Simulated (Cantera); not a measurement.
**Ammonia decomposition in nitride growth gas**

An isothermal, constant-pressure homogeneous reactor starts with NH3 : N2 = 1 : 1 (molar parts), at 1850 K and 0.530 bar.

Detailed kinetics in Cantera: the gas-phase N/H chemistry of the illustrative SiF4/NH3 mechanism in the Surface Chemkin manual (1991). Walls and surfaces, which speed up NH3 decomposition in real reactors, are not modelled.

```tsv
t (s)	x NH3	x H2	x N	x N2H2	x NH
2.00e-6	0.500	8.48e-7	<1e-12	3.10e-12	1.82e-11
1.29e-5	0.500	6.09e-6	<1e-12	5.36e-10	1.30e-9
8.38e-5	0.500	4.07e-5	7.92e-11	3.73e-8	1.07e-7
0.000543	0.499	0.000441	2.08e-9	1.12e-6	1.68e-6
0.00352	0.495	0.00516	1.34e-8	1.61e-6	2.39e-6
0.0228	0.465	0.0347	7.16e-8	1.46e-6	3.16e-6
0.147	0.322	0.177	1.66e-7	8.62e-7	3.53e-6
0.954	0.0593	0.440	1.79e-7	9.60e-8	1.98e-6
6.18	0.00145	0.498	3.25e-8	3.17e-10	1.82e-7
40.0	0.000136	0.499	3.31e-9	3.15e-12	1.81e-8
```
x: mole fraction; the columns are a selection and need not sum to one.

Equilibrium at this temperature and pressure: NH3 3.47e-6, H2 0.500, N 8.41e-11, N2H2 <1e-12, NH 4.59e-10 (gas phase only).
